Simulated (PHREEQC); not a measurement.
A solution holds 0.34 mol/kgw NH4HF2, 0.0003 mol/kgw H2SiF6 and 0.00021 mol/kgw HBF4, at 25 °C. Closed to the air; pH follows from the charge balance.

Equilibrium calculation in PHREEQC: ion-association model, phreeqc.dat.

This is a speciation only: nothing precipitates in the calculation.

### Question
Predict the pH, density, activity of water.

### Answer
pH 2.97; density 1.005 g/cm³; activity of water 0.985.

### Question
In which forms is F present?

### Answer
HF2- 42 %, F- 29 %, HF 29 % of the F.

Species that the database lacks are ignored. SiF6-2 is the database's only silicon fluoride. Real BF4- forms and hydrolyses slowly; the run takes it at equilibrium.
